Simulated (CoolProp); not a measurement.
A single-stage vapour-compression cycle with R1233zd(E): evaporating at 244.15 K (dew point), condensing at 281.15 K (bubble point), superheat 8 K, subcooling 0 K, compressor efficiency 0.65, no pressure losses. Each further row changes one setting.

Values from CoolProp's reference Helmholtz-energy equation of state, Akasaka 2022.

| case | cooling COP | pressure ratio | discharge temperature (K) | refrigerating effect (kJ/kg) | volumetric capacity (kJ/m³) |
|---|---|---|---|---|---|
| as stated | 3.79 | 6.00 | 316.5 | 180 | 128 |
| evaporating temperature 249.15 K | 4.56 | 4.54 | 311.8 | 183 | 169 |
| condensing temperature 276.15 K | 4.47 | 4.87 | [?] | 186 | 132 |
| subcooling 5 K | [?] | 6.00 | 316.5 | 186 | 132 |
| superheat 18 K | 3.80 | 6.00 | [?] | 187 | 128 |
| compressor efficiency 0.55 | 3.21 | 6.00 | 326.9 | 180 | 128 |

Question: Some entries are withheld; supply them.

Answer: 
- condensing temperature 276.15 K, discharge temperature (K): 309.0
- subcooling 5 K, cooling COP: 3.92
- superheat 18 K, discharge temperature (K): 327.2
